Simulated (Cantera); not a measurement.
A perfectly stirred reactor is fed with 9.59 % H₂, 90.4 % O₂, at 20.0 Torr; it is held at 1325 K, and followed from long to short residence time.

Detailed kinetics in Cantera: GRI-Mech 3.0 (53 species, 325 reactions). Radical loss at walls, strong at low pressure, is not modelled. The temperature is held fixed by assumption; the heat of reaction is taken as removed at once.

### Question
Predict: x(H₂) at τ = 9.90 s; x(O₂) at τ = 9.90 s; x(H) at τ = 9.90 s; x(OH) at τ = 9.90 s; x(H₂O) at τ = 9.90 s; x(H₂) at τ = 18.0 ms; x(O₂) at τ = 18.0 ms; x(H) at τ = 18.0 ms; x(OH) at τ = 18.0 ms; x(H₂O) at τ = 18.0 ms.

### Answer
```
Quantity                  Value
---------------------  --------
x(H₂) at τ = 9.90 s     3.77e-5
x(O₂) at τ = 9.90 s       0.899
x(H) at τ = 9.90 s      1.25e-5
x(OH) at τ = 9.90 s    0.000800
x(H₂O) at τ = 9.90 s      0.100
x(H₂) at τ = 18.0 ms    0.00179
x(O₂) at τ = 18.0 ms      0.874
x(H) at τ = 18.0 ms     0.00489
x(OH) at τ = 18.0 ms    0.00583
x(H₂O) at τ = 18.0 ms    0.0919
```
